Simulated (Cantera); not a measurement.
Input: 1 mol Si₃N₄, a varied amount of Cl₂, equilibrated at 3.80 mbar.

Cantera equilibrium calculation (NASA polynomials, part measured and part estimated; ideal gas, pure solids and liquids). Candidate condensed phases: Si, Si₃N₄; 13 gas species. The tables' values for SiCl₃ are old estimates. Equilibrium is a limit: real reactors are often held back by kinetics, nucleation or transport.

Q: What condenses at these points (T in °C, n(Cl₂) in mol): (800, 4.6); (1475, 13); (950, 13); (1550, 7.2); (1475, 9.9)?

A: 
```
T (°C)  n(Cl₂) in mol  condensed phases  Si condensed (%)
------  -------------  ----------------  ----------------
800               4.6             Si₃N₄              23.2
1475               13          gas only               0.0
950                13          gas only               0.0
1550              7.2          gas only               0.0
1475              9.9          gas only               0.0
```
